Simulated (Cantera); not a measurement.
A Cantera script and its output.

```python
import numpy as np
import cantera as ct

gas = ct.Solution("gri30.yaml", transport_model="mixture-averaged")
show = ['CH3', 'OH', 'CH4']

rows = []
print(f"{'T/K':>7s}{'rho':>11s}{'cp':>10s}{'mu':>11s}{'lambda':>11s}{'Pr':>7s}" + "".join(f"{'D_' + s:>11s}" for s in show))
for T in [400, 550, 700, 850, 1000, 1150]:
    gas.TPX = T, 1333, {'NO': 0.66}
    Pr = gas.cp_mass * gas.viscosity / gas.thermal_conductivity
    D = [gas.mix_diff_coeffs_mole[gas.species_index(s)] for s in show]
    rows.append([gas.density, gas.cp_mass, gas.viscosity, gas.thermal_conductivity, Pr, *D])
    print(f"{T:7g}{gas.density:11.4e}{gas.cp_mass:10.1f}{gas.viscosity:11.4e}"
          f"{gas.thermal_conductivity:11.4e}{Pr:7.3f}" + "".join(f"{d:11.4e}" for d in D))
print("SI units: kg/m3, J/kg/K, Pa s, W/m/K, m2/s")
```

Output:

```
    T/K        rho        cp         mu     lambda     Pr      D_CH3       D_OH      D_CH4
    400 1.2027e-02     998.6 2.3120e-05 3.2415e-02  0.712 2.8157e-03 3.9288e-03 2.8031e-03
    550 8.7466e-03    1028.1 2.8863e-05 4.1984e-02  0.707 4.8857e-03 6.7538e-03 4.8621e-03
    700 6.8724e-03    1067.4 3.3953e-05 5.1279e-02  0.707 7.3656e-03 1.0133e-02 7.3288e-03
    850 5.6596e-03    1103.5 3.8609e-05 6.0168e-02  0.708 1.0220e-02 1.4020e-02 1.0167e-02
   1000 4.8107e-03    1132.7 4.2948e-05 6.8643e-02  0.709 1.3422e-02 1.8380e-02 1.3352e-02
   1150 4.1832e-03    1153.1 4.7043e-05 7.6728e-02  0.707 1.6952e-02 2.3188e-02 1.6864e-02
SI units: kg/m3, J/kg/K, Pa s, W/m/K, m2/s
```

Model: GRI-Mech 3.0 (53 species, 325 reactions), integrated in Cantera. The composition is frozen, though it would react at the higher temperatures.
